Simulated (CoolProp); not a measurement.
Computed with CoolProp (reference Helmholtz-energy equation of state, Gedanitz 2015).

Question: Give the vapour pressure (kPa), liquid density (kg/m³), liquid cp (kJ/(kg K)), vapour Z of saturated cyclopentane at 111.55, 139.75 °C.

Answer: 
```json
[
 {"T (°C)": "111.55", "p (kPa)": "543", "liquid density (kg/m³)": "645", "liquid cp (kJ/(kg K))": "2.29", "vapour Z": "0.884"},
 {"T (°C)": "139.75", "p (kPa)": "968", "liquid density (kg/m³)": "608", "liquid cp (kJ/(kg K))": "2.48", "vapour Z": "0.826"}
]
```
